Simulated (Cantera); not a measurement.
An isothermal, constant-pressure homogeneous reactor starts with C2H6 : N2 = 1 : 7.2 (molar parts), at 1925 K and 0.220 bar. Integrator tolerance rtol = 1e-08.

Model: GRI-Mech 3.0 (53 species, 325 reactions), integrated in Cantera. GRI-Mech 3.0 stops at C3 and has no aromatics, soot or wall deposition, so with more carbon than oxygen in the feed, carbon stays in small species such as C2H2 where larger ones or solid carbon would form.

What does this change do: 0.45 parts H2O added?


```csv
quantity,before,after
x(C2H6) at 2.00 s,1.26e-9 (gas-phase equilibrium 5.75e-10),1.37e-9 (gas-phase equilibrium 5.53e-10)
x(C2H) at 2.00 s,6.51e-6 (gas-phase equilibrium 2.85e-6),4.18e-6 (gas-phase equilibrium 1.64e-6)
x(C2H4) at 2.00 s,4.35e-5 (gas-phase equilibrium 1.90e-5),3.81e-5 (gas-phase equilibrium 1.49e-5)
x(HCN) at 2.00 s,0.000109 (gas-phase equilibrium 0.110),0.000193 (gas-phase equilibrium 0.0849)
x(CH3) at 2.00 s,1.29e-5 (gas-phase equilibrium 8.81e-6),1.35e-5 (gas-phase equilibrium 8.65e-6)
x(H) at 2.00 s,0.000907 (gas-phase equilibrium 0.000908),0.00101 (gas-phase equilibrium 0.00101)
```

What does this change do: temperature 1925 to 1125 K?


| quantity | before | after |
|---|---|---|
| x(C2H6) at 2.00 s | 1.26e-9 (gas-phase equilibrium 5.75e-10) | 0.000822 (gas-phase equilibrium 7.21e-5) |
| x(C2H) at 2.00 s | 6.51e-6 (gas-phase equilibrium 2.85e-6) | 6.31e-12 (gas-phase equilibrium <1e-12) |
| x(C2H4) at 2.00 s | 4.35e-5 (gas-phase equilibrium 1.90e-5) | 0.0802 (gas-phase equilibrium 0.0138) |
| x(HCN) at 2.00 s | 0.000109 (gas-phase equilibrium 0.110) | 2.83e-12 (gas-phase equilibrium 0.0439) |
| x(CH3) at 2.00 s | 1.29e-5 (gas-phase equilibrium 8.81e-6) | 1.01e-6 (gas-phase equilibrium 6.91e-7) |
| x(H) at 2.00 s | 0.000907 (gas-phase equilibrium 0.000908) | 4.37e-7 (gas-phase equilibrium 2.33e-8) |

What does this change do: 0.15 parts H2O added?


```json
[
 {"quantity": "x(C2H6) at 2.00 s", "before": "1.26e-9 (gas-phase equilibrium 5.75e-10)", "after": "1.33e-9 (gas-phase equilibrium 5.84e-10)"},
 {"quantity": "x(C2H) at 2.00 s", "before": "6.51e-6 (gas-phase equilibrium 2.85e-6)", "after": "5.63e-6 (gas-phase equilibrium 2.38e-6)"},
 {"quantity": "x(C2H4) at 2.00 s", "before": "4.35e-5 (gas-phase equilibrium 1.90e-5)", "after": "4.22e-5 (gas-phase equilibrium 1.79e-5)"},
 {"quantity": "x(HCN) at 2.00 s", "before": "0.000109 (gas-phase equilibrium 0.110)", "after": "0.000159 (gas-phase equilibrium 0.102)"},
 {"quantity": "x(CH3) at 2.00 s", "before": "1.29e-5 (gas-phase equilibrium 8.81e-6)", "after": "1.33e-5 (gas-phase equilibrium 8.88e-6)"},
 {"quantity": "x(H) at 2.00 s", "before": "0.000907 (gas-phase equilibrium 0.000908)", "after": "0.000943 (gas-phase equilibrium 0.000944)"}
]
```
